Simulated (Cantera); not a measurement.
**Gas-phase reforming**

A perfectly stirred reactor is fed with CH4 : H2O = 1 : 4 (molar parts), at 0.128 atm; it is held at 1775 K, and followed from long to short residence time.

Computed with Cantera and GRI-Mech 3.0 (53 species, 325 reactions).

```
τ (s)     x CH4  x H2O     x O2    x C2H     x OH    x CH2
------  -------  -----  -------  -------  -------  -------
2.5     0.00820  0.430  1.14e-8  4.23e-8  3.12e-5  2.58e-7
1.3      0.0117  0.449  1.24e-8  8.19e-8  3.32e-5  3.90e-7
0.62     0.0167  0.481  1.40e-8  1.53e-7  3.65e-5  6.03e-7
0.31     0.0226  0.519  1.62e-8  2.42e-7  4.07e-5  8.80e-7
0.15     0.0305  0.566  1.93e-8  3.45e-7  4.57e-5  1.26e-6
0.075    0.0404  0.611  2.31e-8  4.27e-7  5.04e-5  1.71e-6
0.037    0.0542  0.653  2.74e-8  4.65e-7  5.42e-5  2.21e-6
0.018    0.0734  0.690  3.16e-8  4.39e-7  5.66e-5  2.73e-6
0.0091   0.0964  0.720  3.41e-8  3.60e-7  5.77e-5  3.18e-6
0.0045    0.123  0.746  3.27e-8  2.45e-7  5.77e-5  3.54e-6
```
x: mole fraction; the columns are a selection and need not sum to one.
